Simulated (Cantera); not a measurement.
## Stirred combustor or abatement burner

A perfectly stirred reactor is fed with 8.58 % CO, 3.69 % H2, 2.23 % CH4, 17.9 % O2, 67.6 % N2, equivalence ratio 0.59, at 5.00 bar; it is adiabatic with a 600 K inlet, and is followed from long to short residence time, starting on the burning branch (τ in s: 0.31, 0.12, 0.046, 0.018, 0.0069, 0.0027, 0.001, 0.0004, 0.00015, 6e-05, 2.3e-05, 9e-06, 3.5e-06).

Computed with Cantera and GRI-Mech 3.0 (53 species, 325 reactions).

```json
[
 {"τ (s)": "0.31", "T (K)": "2043", "x CO": "0.000386", "x H2": "5.87e-5", "x CH4": "2.26e-7", "x NO": "0.00136", "x HCN": "1.02e-8"},
 {"τ (s)": "0.12", "T (K)": "2044", "x CO": "0.000445", "x H2": "6.42e-5", "x CH4": "5.59e-7", "x NO": "0.000662", "x HCN": "1.17e-8"},
 {"τ (s)": "0.046", "T (K)": "2043", "x CO": "0.000582", "x H2": "7.71e-5", "x CH4": "1.34e-6", "x NO": "0.000315", "x HCN": "1.24e-8"},
 {"τ (s)": "0.018", "T (K)": "2040", "x CO": "0.000880", "x H2": "0.000106", "x CH4": "2.92e-6", "x NO": "0.000169", "x HCN": "1.26e-8"},
 {"τ (s)": "0.0069", "T (K)": "2033", "x CO": "0.00151", "x H2": "0.000168", "x CH4": "5.94e-6", "x NO": "0.000105", "x HCN": "1.29e-8"},
 {"τ (s)": "0.0027", "T (K)": "2021", "x CO": "0.00267", "x H2": "0.000285", "x CH4": "1.12e-5", "x NO": "7.42e-5", "x HCN": "1.37e-8"},
 {"τ (s)": "0.0010", "T (K)": "1997", "x CO": "0.00495", "x H2": "0.000513", "x CH4": "2.15e-5", "x NO": "5.28e-5", "x HCN": "1.55e-8"},
 {"τ (s)": "0.00040", "T (K)": "1960", "x CO": "0.00864", "x H2": "0.000869", "x CH4": "4.00e-5", "x NO": "3.69e-5", "x HCN": "1.86e-8"},
 {"τ (s)": "0.00015", "T (K)": "1894", "x CO": "0.0154", "x H2": "0.00147", "x CH4": "8.31e-5", "x NO": "2.41e-5", "x HCN": "2.49e-8"},
 {"τ (s)": "6.0e-5", "T (K)": "1789", "x CO": "0.0270", "x H2": "0.00231", "x CH4": "0.000195", "x NO": "1.48e-5", "x HCN": "3.38e-8"},
 {"τ (s)": "2.3e-5", "T (K)": "600", "x CO": "0.0858", "x H2": "0.0369", "x CH4": "0.0223", "x NO": "<1e-12", "x HCN": "<1e-12"},
 {"τ (s)": "9.0e-6", "T (K)": "600", "x CO": "0.0858", "x H2": "0.0369", "x CH4": "0.0223", "x NO": "<1e-12", "x HCN": "<1e-12"},
 {"τ (s)": "3.5e-6", "T (K)": "600", "x CO": "0.0858", "x H2": "0.0369", "x CH4": "0.0223", "x NO": "<1e-12", "x HCN": "<1e-12"}
]
```
x: mole fraction; the columns are a selection and need not sum to one.
